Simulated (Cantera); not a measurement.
## Catalytic stagnation flow on Pt

A jet of 2.66 % CH4, 6.01 % O2, 91.3 % N2 at 300 K and 233 Torr hits a platinum plate 5.9 cm away at a mass flux of 0.15 kg/m²/s; the plate temperature is set and raised in steps from an oxygen-covered start.

Detailed kinetics in Cantera: Deutschmann's 1995 Pt surface mechanism with GRI-Mech 3.0 gas chemistry. Catalytic surfaces can have several steady states; this one follows from the mechanism file's or the stated starting coverage.

```tsv
plate T (K)	wall x CH4	wall x O2	wall x H2O	wall x OH	wall x CO	wall x CO2	θ free Pt	θ O*	θ OH*
900	0.0110	0.0271	0.0291	1.88e-8	4.37e-6	0.0190	0.213	0.784	0.00258
950	0.00642	0.0175	0.0375	5.37e-8	3.72e-6	0.0246	0.305	0.692	0.00269
1000	0.00404	0.0125	0.0418	1.36e-7	3.32e-6	0.0275	0.397	0.601	0.00251
1050	0.00279	0.00983	0.0441	3.07e-7	3.20e-6	0.0290	0.483	0.515	0.00222
1100	0.00208	0.00837	0.0453	6.40e-7	3.28e-6	0.0298	0.561	0.437	0.00192
1150	0.00165	0.00751	0.0459	1.24e-6	3.55e-6	0.0303	0.632	0.366	0.00163
1200	0.00138	0.00699	0.0463	2.26e-6	4.00e-6	0.0306	0.694	0.304	0.00138
1250	0.00119	0.00669	0.0465	3.88e-6	4.68e-6	0.0307	0.749	0.250	0.00115
```
x: mole fraction at the wall; θ: surface coverage.
